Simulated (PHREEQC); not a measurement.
A made-up water analysis in mg/L, 25 °C, pH 8.45, pe 9.9:

```json
[
 {"constituent": "Na", "mg/L": "12.9"},
 {"constituent": "K", "mg/L": "7.98"},
 {"constituent": "Ca", "mg/L": "18.8"},
 {"constituent": "Mg", "mg/L": "7.75"},
 {"constituent": "Cl", "mg/L": "2.91"},
 {"constituent": "S(6) as SO4", "mg/L": "67.1"},
 {"constituent": "Alkalinity as HCO3", "mg/L": "51.6"},
 {"constituent": "O(0) (dissolved oxygen)", "mg/L": "0.0206"},
 {"constituent": "Si as SiO2", "mg/L": "0.153"}
]
```

Valence states are taken as typed.

Computed with PHREEQC (ion-association model, wateq4f.dat).

No solid was allowed to form.

Problem. Order these S species by the share of S that they hold, largest first: KSO4-, SO4-2, NaSO4-, CaSO4, MgSO4.

Solution. SO4-2 (91 %), CaSO4 (4.7 %), MgSO4 (3.7 %), NaSO4- (0.20 %), KSO4- (0.10 %)

The pH is 8.45 and the ionic strength 0.00356 mol/kgw. Species that the database lacks are ignored.
